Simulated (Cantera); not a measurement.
A closed system holds: 1 mol H₂O, 1.5 mol O₂, equilibrated at 3.90 bar.

Cantera equilibrium calculation (NASA polynomials, part measured and part estimated; ideal gas, pure solids and liquids). Candidate condensed phases: H₂O; 22 gas species. Ions and electrons are included (thermal ionisation). Kinetics and transport are ignored. All values below are at 2727 °C.

Base state: O₂ 0.533, H₂O 0.322, OH 0.0854, O 0.0418, H₂ 0.0100, H 0.00800, HO₂ 0.000215 (mole fractions); condensed: gas only.

### Question
What changes in the equilibrium state with this change: pressure from 3.90 bar to 0.150 bar?

### Answer
| species | before | after |
|---|---|---|
| O₂ | 0.533 | 0.392 |
| O | 0.0418 | 0.183 |
| H₂O | 0.322 | 0.182 |
| H | 0.00800 | 0.0749 |
| H₂ | 0.0100 | 0.0337 |
| OH | 0.0854 | 0.134 |
| HO₂ | 0.000215 | 5.70e-5 |
